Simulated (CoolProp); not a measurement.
Vapour-liquid equilibrium of CHF3 (R23) (1) + n-butane (2) at 1.75 °C; x and y are mole fractions of (1).

The numbers come from the multi-fluid Helmholtz-energy mixture model, Penoncello 2003 and Bücker 2006; pair parameters Bell 2016 in CoolProp.

```tsv
x	bubble pressure (bar)	y at the bubble point	dew pressure at overall composition x (bar)	liquid density (mol/L)
0.05	5.075	0.770	1.163	(withheld)
0.2	(withheld)	0.906	(withheld)	11.03
0.35	18.32	0.924	(withheld)	11.58
0.5	19.87	0.929	2.254	12.13
0.65	20.74	(withheld)	3.263	12.68
0.8	22.25	0.945	5.907	13.30
0.95	24.98	0.979	22.75	14.17
```

### Question
Fill in the missing entries.

### Answer

- 0.05, liquid density (mol/L): 10.48
- 0.2, bubble pressure (bar): 13.97
- 0.2, dew pressure at overall composition x (bar): 1.389
- 0.35, dew pressure at overall composition x (bar): 1.721
- 0.65, y at the bubble point: 0.934

No azeotrope shows between x = 0.05 and 0.95.

The pair parameters rest on a limited set of measurements; away from them the model extrapolates. With so large a gap from Raoult's law the liquid may split in two, which this calculation doesn't test in full.
